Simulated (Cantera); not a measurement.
## Equilibrium for fluorocarbon and chlorocarbon gases: c-C₄F₈ + Si + H₂

Input: 1 mol c-C₄F₈, 0.026 mol Si, a varied amount of H₂, equilibrated at 577 °C and 6.60 Pa.

Method: chemical equilibrium by Gibbs-energy minimisation in Cantera with the NASA 1993 tables (ideal gas, pure condensed phases). Candidate condensed phases: C, C₆H₆, C₇H₈, C₈H₁₈, Si, SiC; 113 gas species. The feed counts by its element totals alone. Condensed phases not in the tables: fluorocarbon polymer. Gases not in the tables: C₂F₆ and larger saturated fluorocarbons. Equilibrium is a limit: real reactors are often held back by kinetics, nucleation or transport.

```csv
n(H₂) (mol),x HF,x CF₄,x H₂,x SiF₄,x CH₄,n C(graphite)
0.12,0.110,0.878,<1e-12,0.0119,<1e-12,2.09
0.26,0.218,0.772,<1e-12,0.0109,<1e-12,2.16
0.54,0.384,0.606,<1e-12,0.00925,<1e-12,2.30
1.1,0.603,0.390,1.73e-12,0.00712,<1e-12,2.58
2.4,0.857,0.138,5.87e-12,0.00464,<1e-12,3.23
5,0.880,<1e-12,0.117,0.00290,5.64e-7,4.00
10,0.565,<1e-12,0.433,0.00186,7.70e-6,4.00
```
x: gas mole fraction; n: condensed amount in mol.

From 0.12 mol H₂ to 10 mol H₂ the condensed part is C(graphite). The main Si-bearing gas is SiF₄ throughout.
